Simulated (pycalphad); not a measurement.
## Effect of Si content in Cu-Si

Source of the numbers: pycalphad with the COST 507 light-alloy database (1999); pressure 1 atm. The database dates from 1999; later assessments differ in places, in temperatures and in the compounds included. Phase fractions are per mole of atoms.

```tsv
alloy	liquidus (K)	first solid	solidus (K)	phases at 650 K
Cu-10.64Si (wt.%)	1119	CU19SI6_ETA	1089	CU19SI6_ETA 0.84, fcc 0.16
Cu-43.65Si (wt.%)	1448	diamond (Si)	1074	diamond (Si) 0.52, CU19SI6_ETA 0.48
Cu-71.31Si (wt.%)	1599	diamond (Si)	1074	diamond (Si) 0.80, CU19SI6_ETA 0.20
```

Database names, with the compositions (at.%) that they take in these runs: CU19SI6_ETA: Cu 76 Si 24.
